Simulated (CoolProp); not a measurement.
The fluid at 298.15 K and 0.172 MPa (gas) is heated at constant pressure to 442.2 K. The same conditions are run with several fluids, on thermodynamics alone (safety and materials aside).

Values from CoolProp's reference Helmholtz-energy equation of state of each fluid (cis-2-butene: Lemmon 2005; R227EA: Lemmon 2016; R407C: Lemmon 2003; R404A: Lemmon 2003). Blends and air are pseudo-pure fits.

| fluid | heat (kJ/kg) | final density (kg/m³) |
|---|---|---|
| cis-2-butene | (withheld) | 2.66 |
| R227EA | (withheld) | (withheld) |
| R407C | 137 | 4.06 |
| R404A | (withheld) | (withheld) |

**Question.** What belongs in the gaps?

**Answer.** 
- cis-2-butene, heat (kJ/kg): 253
- R227EA, heat (kJ/kg): 132
- R227EA, final density (kg/m³): 8.04
- R404A, heat (kJ/kg): 144
- R404A, final density (kg/m³): 4.60
